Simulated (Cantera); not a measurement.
A perfectly stirred reactor is fed with C3H8 : H2 = 1 : 62 (molar parts), at 38.0 Pa; it is held at 1300 K, and followed from long to short residence time.

Cantera simulation using GRI-Mech 3.0 (53 species, 325 reactions); the numbers are that mechanism's predictions, not measurements. GRI-Mech 3.0 was tuned for natural gas; its chemistry of propane as a main component is partial and can be far from experiment. GRI-Mech 3.0 stops at C3 and has no aromatics, soot or wall deposition, so with more carbon than oxygen in the feed, carbon stays in small species such as C2H2 where larger ones or solid carbon would form. Radical loss at walls, strong at low pressure, is not modelled.

Question: What does this change do: temperature 1300 to 1525 K?

Answer: 
```
quantity                  before     after
----------------------  --------  --------
x(C3H8) at τ = 20.0 s    7.05e-5   6.77e-6
x(H2) at τ = 20.0 s        0.968     0.968
x(H) at τ = 20.0 s      0.000353   0.00161
x(CH2) at τ = 20.0 s     2.45e-8   5.33e-7
x(C2H) at τ = 20.0 s     2.03e-9   5.80e-8
x(C3H8) at τ = 0.150 s   0.00417  0.000663
x(H2) at τ = 0.150 s       0.972     0.965
x(H) at τ = 0.150 s     0.000626   0.00233
x(CH2) at τ = 0.150 s    1.62e-7   1.59e-6
x(C2H) at τ = 0.150 s   2.42e-10   3.61e-8
```

Question: What does this change do: pressure from 38.0 Pa to 8300 Pa?

Answer: 
```tsv
quantity	before	after
x(C3H8) at τ = 20.0 s	7.05e-5	6.14e-6
x(H2) at τ = 20.0 s	0.968	0.966
x(H) at τ = 20.0 s	0.000353	1.58e-5
x(CH2) at τ = 20.0 s	2.45e-8	6.73e-11
x(C2H) at τ = 20.0 s	2.03e-9	7.54e-11
x(C3H8) at τ = 0.150 s	0.00417	0.000218
x(H2) at τ = 0.150 s	0.972	0.968
x(H) at τ = 0.150 s	0.000626	7.36e-5
x(CH2) at τ = 0.150 s	1.62e-7	1.30e-9
x(C2H) at τ = 0.150 s	2.42e-10	2.49e-10
```
